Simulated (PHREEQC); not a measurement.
Solution A (0.0063 mol/kgw Al2(SO4)3) is mixed with solution B (0.0087 mol/kgw FeSO4, 0.00016 mol/kgw NaF and 0.03 mol/kgw NaCl) at 25 °C; shares are by mass of water, 1 kg in all. No oxygen is let in. No CO2 enters from the air. The run lets Al(OH)3(a), Basaluminite, Halite, Mirabilite, Melanterite precipitate or redissolve, and no other solid.

Model: ion-association model, wateq4f.dat, run in PHREEQC.

| share of solution B | pH | Basaluminite (mol) | F- (mol/kgw) | AlF+2 (mol/kgw) |
|---|---|---|---|---|
| 0 | 3.79 | 1.81e-5 | 0 | 0 |
| 0.05 | 3.80 | 1.77e-5 | 8.33e-10 | 8.00e-6 |
| 0.1 | 3.81 | 1.73e-5 | 1.74e-9 | 1.60e-5 |
| 0.15 | 3.82 | 1.69e-5 | 2.72e-9 | 2.40e-5 |
| 0.2 | 3.83 | 1.64e-5 | 3.81e-9 | 3.19e-5 |
| 0.25 | 3.84 | 1.60e-5 | 5.02e-9 | 3.99e-5 |
| 0.3 | 3.85 | 1.55e-5 | 6.38e-9 | 4.78e-5 |
| 0.35 | 3.86 | 1.51e-5 | 7.93e-9 | 5.58e-5 |
| 0.4 | [?] | 1.46e-5 | 9.71e-9 | 6.37e-5 |
| 0.45 | 3.89 | 1.41e-5 | 1.18e-8 | [?] |
| 0.5 | 3.91 | 1.36e-5 | 1.43e-8 | 7.94e-5 |
| 0.55 | 3.93 | 1.30e-5 | 1.73e-8 | 8.73e-5 |
| 0.6 | 3.95 | 1.24e-5 | 2.10e-8 | 9.50e-5 |
| 0.65 | 3.97 | 1.18e-5 | 2.58e-8 | 0.000103 |
| 0.7 | [?] | 1.11e-5 | 3.22e-8 | 0.000110 |
| 0.75 | 4.03 | 1.04e-5 | 4.12e-8 | 0.000118 |
| 0.8 | 4.07 | 9.53e-6 | 5.48e-8 | 0.000125 |
| 0.85 | 4.13 | [?] | 7.80e-8 | 0.000131 |
| 0.9 | 4.21 | 7.24e-6 | 1.27e-7 | 0.000136 |
| 0.95 | 4.36 | 5.31e-6 | 2.91e-7 | 0.000134 |
| 1 | 6.07 | 0 | 0.000153 | 0 |

Q: What belongs in the gaps?

A: 
- 0.4, pH: 3.88
- 0.45, AlF+2 (mol/kgw): 7.16e-5
- 0.7, pH: 4.00
- 0.85, Basaluminite (mol): 8.52e-6

Complexes and solids missing from the database can't appear. Fluoro complexes past AlF4- and FeF3 are missing from the database.
